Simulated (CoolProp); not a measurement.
1000 sccm (0 °C, 1 atm) of nitrogen bubbles through liquid cyclopentane at 303.7 K and leaves saturated at a total pressure of 0.15 MPa (ideal gas phase). Each further row changes one setting.

Model: reference Helmholtz-energy equation of state, Gedanitz 2015, in CoolProp.

```tsv
case	vapour pressure (kPa)	mole fraction of vapour	delivery (mg/min)	delivery (sccm)	change of delivery for a bath 1 K warmer (%)
as stated	52.4	(withheld)	1680	538	6.0
bath temperature 308.7 K	63.1	(withheld)	(withheld)	726	6.5
total pressure 0.3 MPa	52.4	0.175	663	(withheld)	(withheld)
```

Q: Some entries are withheld; supply them.

A: 
- as stated, mole fraction of vapour: 0.350
- bath temperature 308.7 K, mole fraction of vapour: 0.421
- bath temperature 308.7 K, delivery (mg/min): 2270
- total pressure 0.3 MPa, delivery (sccm): 212
- total pressure 0.3 MPa, change of delivery for a bath 1 K warmer (%): 4.7
